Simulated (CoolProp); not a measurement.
Octamethylcyclotetrasiloxane (D4) along the isotherm 620 K: Z from the reference equation and from simpler models built on Tc = 586.5 K, pc = 1.347 MPa, ω = 0.598; each cubic takes its own stable root.

Computed with CoolProp (reference Helmholtz-energy equation of state, Thol 2015).

| p (MPa) | phase | reference |
|---|---|---|
| 0.241 | gas | 0.9476 |
| 0.481 | gas | 0.8918 |
| 0.722 | gas | 0.8314 |
| 0.962 | gas | 0.7661 |
| 1.2 | gas | 0.6949 |
| 1.44 | supercritical | 0.6142 |
| 1.68 | supercritical | 0.5219 |
| 1.92 | supercritical | 0.4257 |
| 2.17 | supercritical | 0.3656 |
| 2.41 | supercritical | 0.3516 |
| 2.65 | supercritical | 0.3563 |
| 2.89 | supercritical | 0.3684 |
| 3.13 | supercritical | 0.3839 |
| 3.37 | supercritical | 0.4011 |

### Question
How far does each simpler model (Redlich-Kwong, Soave-Redlich-Kwong, Peng-Robinson) lie from the reference over these 14 states: mean and median of the absolute difference, and the worst?

### Answer
- Redlich-Kwong: mean 5.1 %, median 4.8 %, worst -12.2 % at 620 K and 1.92 MPa
- Soave-Redlich-Kwong: mean 9.6 %, median 8.6 %, worst +19.2 % at 620 K and 2.41 MPa
- Peng-Robinson: mean 4.3 %, median 2.7 %, worst +10.1 % at 620 K and 2.41 MPa
